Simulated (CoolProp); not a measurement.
Properties of propylene along the isotherm 106.55 °C (Tc = 91.1 °C, pc = 45.55 bar, ω = 0.146).

Computed with CoolProp (reference Helmholtz-energy equation of state, Lemmon 2013).

```tsv
p (bar)	phase	density (kg/m³)	expansivity (1/kK)	viscosity (µPa s)	Prandtl number
14.2	gas	?	3.665	11.4	0.795
28.5	gas	48.54	5.713	12.5	0.895
42.7	gas	90.01	?	14.9	1.19
56.9	supercritical	199.8	56.39	24.3	?
71.2	supercritical	?	16.83	41.5	2.70
85.4	supercritical	358.4	9.632	48.3	2.30
99.6	supercritical	378.9	7.137	52.8	2.16
114	supercritical	394.0	5.820	56.5	2.09
```

Fill in the missing entries.


- 14.2, density (kg/m³): 21.03
- 42.7, expansivity (1/kK): 11.53
- 56.9, Prandtl number: 3.68
- 71.2, density (kg/m³): 323.7

Viscosity comes from a separate model (Huber 2003), an estimate that may be off by 10 % or more. Thermal conductivity comes from a separate model (Huber 2003), an estimate that may be off by 10 % or more.
